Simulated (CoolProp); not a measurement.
R410A at 295.03 K and 1.03 MPa is throttled through a valve to 0.612 MPa with no heat exchange. Each further row changes one setting.

Values from CoolProp's reference Helmholtz-energy equation of state, Lemmon 2003. It is a pseudo-pure fit of the blend.

```csv
case,temperature change (K),final density (kg/m³)
as stated,-9.5,20.8
outlet pressure 0.184 MPa,-20.4,6.05
outlet pressure 0.796 MPa,-5.2,27.4
```
